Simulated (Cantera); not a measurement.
A closed system holds: 1 mol SiC, 0.46 mol CO₂, 650 mol H₂, 0.035 mol N₂O, held at 1275 °C and 1000 Pa.

Cantera equilibrium calculation (NASA polynomials, part measured and part estimated; ideal gas, pure solids and liquids). Candidate condensed phases: C, C₆H₆, C₇H₈, C₈H₁₈, H₂O, Si, SiC, SiO₂, Si₂N₂O, Si₃N₄; 151 gas species. Rates play no part.

Base state: H₂ 0.998, CO 0.00109, SiO 0.000381, H 0.000308, N₂ 5.33e-5 (mole fractions); condensed: SiC(s).

What changes in the equilibrium state with this change: temperature from 1275 °C to 652 °C?


| species | before | after |
|---|---|---|
| H₂ | 0.998 | 0.998 |
| CH₄ | 1.68e-6 | 0.00152 |
| CO | 0.00109 | 3.55e-7 |
| SiO | 0.000381 | <1e-9 |
| H | 0.000308 | 2.60e-9 |
| N₂ | 5.33e-5 | <1e-9 |
| SiC(s), mol | 0.751 | 0.470 |
| SiO₂(β-quartz), mol | 0 | 0.460 |
| Si₂N₂O(s), mol | 0 | 0.0350 |

What changes in the equilibrium state with this change: temperature from 1275 °C to 1477 °C?


```csv
species,before,after
H₂,0.998,0.996
H,0.000308,0.00232
CO,0.00109,0.00110
Si,3.38e-7,2.39e-5
SiO,0.000381,0.000369
N₂,5.33e-5,5.16e-5
"SiC(s), mol",0.751,0.740
```
